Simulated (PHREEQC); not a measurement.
Consider water at 20 °C with 0.00096 mol/kgw HF, 0.059 mol/kgw NH4F, 0.0012 mol/kgw (NH4)2SiF6 and 0.02 mol/kgw HCl. Closed to the air; pH follows from the charge balance.

Equilibrium calculation in PHREEQC: ion-association model, phreeqc.dat.

```
quantity                   before    after
------------------------  -------  -------
pH                           3.35     3.19
ionic strength (mol/kgw)   0.0631   0.0634
F- (mol/kgw)               0.0371   0.0364
HF (mol/kgw)               0.0180   0.0254
HF2- (mol/kgw)            0.00245  0.00340
NH3 (mol/kgw)             4.20e-8  2.91e-8
```

Task: Which change was made?
A) diluted 5-fold with water
B) diluted 2-fold with water
C) HF replaced by KHF2 at the same molality
D) (NH4)2SiF6 left out
E) HF from 0.00096 to 0.0096 mol/kgw

Result: E, HF from 0.00096 to 0.0096 mol/kgw

No solid was allowed to form. SiF6-2 is the database's only silicon fluoride.
